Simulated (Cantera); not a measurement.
Input (Python, Cantera) and output of one run.

```python
import numpy as np
import cantera as ct

gas_names = [...]  # 47 gases of nasa_gas.yaml made of Cl, H, N, O, Si
cond_names = """
    H2O(s) H2O(L) NH4CL(a) NH4CL(b) Si(cr) Si(L) SiO2(Lqz) SiO2(hqz) SiO2(L) Si2N2O(s) Si3N4(a)
""".split()


# ... load() reads the species with a 1 bar reference pressure and builds the phases ...
atoms = {
    'SiCl4': {'Si': 1, 'CL': 4},
    'H2O': {'H': 2, 'O': 1},
    'N2': {'N': 2},
}
top_T = {'Si2N2O(s)': 2100, 'Si3N4(a)': 2400}  # K; cautious upper limits of use, not melting points


# ... equilibrate(T, P, feed) seeds the gas with the atoms and calls Mixture.equilibrate('TP', solver="vcs", rtol=1e-11, max_steps=5000) ...
results = []
feed = {'SiCl4': 1, 'H2O': 1.5, 'N2': 40}  # mol
T = 1100  # K
P = 100000  # Pa
mix = equilibrate(T, P, feed)
results.append((T, P, feed, dict(zip(mix.species_names, mix.species_moles))))
x = sorted(zip(gas.X, gas.species_names), reverse=True)
print(f"T = {T:g} K  P = {P:g} Pa  gas = {mix.phase_moles(0):.4g} mol")
print("   x: " + "  ".join(f"{s} {v:.3e}" for v, s in x if v > 1e-06))
print("   condensed (mol): " + ("  ".join(f"{mix.phase(i).name} {mix.phase_moles(i):.4g}"
      for i in range(1, mix.n_phases) if mix.phase_moles(i) > 1e-12) or "none"))
```

Output:

```
T = 1100 K  P = 100000 Pa  gas = 43.25 mol
   x: N2 9.249e-01  HCL 6.936e-02  SiCL4 5.780e-03  H2 1.421e-06  CL 1.347e-06
   condensed (mol): SiO2(hqz) 0.75
```

Equilibrium computed with Cantera from the NASA thermochemical tables; the gas is ideal and each condensed phase is pure.
